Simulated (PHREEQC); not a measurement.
## Copper plating or etch bath (model solution)

Consider water at 25 °C with 0.0075 mol CuSO4, 0.26 mol HNO3 and 0.014 mol KCl per kg of water. Closed to the air; pH follows from the charge balance.

Equilibrium calculation in PHREEQC: ion-association model, wateq4f.dat.

No solid was allowed to form.

**Question.** Estimate the pH.

**Answer.** pH 0.70.

**Question.** In which forms is S present?

**Answer.** HSO4- 86 %, SO4-2 12 %, CuSO4 1.3 % of the S.
